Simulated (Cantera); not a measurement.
Cantera run, input and output.

```python
import numpy as np
import cantera as ct

gas = ct.Solution("gri30.yaml")
gas.TPX = 1750, 100000, {'CO': 1, 'H2': 0.044, 'CH4': 0.25, 'O2': 0.601, 'N2': 2.26, 'CO2': 0.18}
reactor = ct.IdealGasConstPressureReactor(gas, energy="on", clone=False)
net = ct.ReactorNet([reactor])
net.rtol, net.atol = 1e-08, 1e-16
show = ['CO', 'H2', 'CH4', 'HCN', 'H', 'NO', 'CH2O']
times = np.geomspace(1e-05, 0.4, 11)

steps = ct.SolutionArray(gas, extra=["t"])
rows = []
print(f"{'t/s':>10s}{'T/K':>9s}{'P/Pa':>11s}" + "".join(f"{s:>11s}" for s in show))
for t in times:
    while net.time < t:
        t_next = net.step()
        steps.append(gas.state, t=t_next)
    rows.append([np.interp(t, steps.t, y) for y in (steps.T, steps.P, *steps(*show).X.T)])
    print(f"{t:10.3e}{rows[-1][0]:9.1f}{rows[-1][1]:11.4g}" + "".join(f"{x:11.3e}" for x in rows[-1][2:]))
rate = np.gradient(steps.T, steps.t)
print("integrator steps:", len(steps.t))
if steps.T.max() > steps.T[0] + 200:
    print(f"time of steepest temperature rise: {steps.t[rate.argmax()]:.4e} s")
gas.TPX = 1750, 100000, {'CO': 1, 'H2': 0.044, 'CH4': 0.25, 'O2': 0.601, 'N2': 2.26, 'CO2': 0.18}
gas.equilibrate("HP")
print(f"equilibrium (HP): T = {gas.T:.1f} K  " + "  ".join(f"{s} {gas[s].X[0]:.3e}" for s in show))
```

Result:

```
       t/s      T/K       P/Pa         CO         H2        CH4        HCN          H         NO       CH2O
 1.000e-05   1749.9      1e+05  2.307e-01  1.016e-02  5.759e-02  3.379e-14  1.502e-06  1.998e-12  3.780e-06
 2.885e-05   1750.0      1e+05  2.306e-01  1.017e-02  5.730e-02  6.458e-13  4.566e-06  1.192e-11  4.531e-05
 8.326e-05   1766.6      1e+05  2.302e-01  1.156e-02  5.167e-02  4.733e-10  7.983e-05  4.510e-10  9.223e-04
 2.402e-04   2595.3      1e+05  2.081e-01  2.264e-02  3.827e-15  3.284e-10  2.177e-02  2.815e-04  1.225e-09
 6.931e-04   2796.9      1e+05  2.016e-01  2.071e-02  1.589e-14  3.911e-09  1.263e-02  1.908e-03  1.622e-09
 2.000e-03   2801.8      1e+05  2.018e-01  2.085e-02  1.900e-14  8.327e-09  1.197e-02  4.848e-03  1.693e-09
 5.771e-03   2798.8      1e+05  2.021e-01  2.096e-02  1.949e-14  1.000e-08  1.188e-02  6.092e-03  1.705e-09
 1.665e-02   2798.7      1e+05  2.021e-01  2.097e-02  1.950e-14  1.004e-08  1.188e-02  6.120e-03  1.705e-09
 4.804e-02   2798.7      1e+05  2.021e-01  2.097e-02  1.950e-14  1.004e-08  1.188e-02  6.120e-03  1.705e-09
 1.386e-01   2798.7      1e+05  2.021e-01  2.097e-02  1.950e-14  1.004e-08  1.188e-02  6.120e-03  1.705e-09
 4.000e-01   2798.7      1e+05  2.021e-01  2.097e-02  1.950e-14  1.004e-08  1.188e-02  6.120e-03  1.705e-09
integrator steps: 1607
time of steepest temperature rise: 1.2171e-04 s
equilibrium (HP): T = 2798.7 K  CO 2.021e-01  H2 2.097e-02  CH4 2.513e-14  HCN 1.004e-08  H 1.188e-02  NO 6.120e-03  CH2O 1.705e-09
```

Detailed kinetics in Cantera: GRI-Mech 3.0 (53 species, 325 reactions).
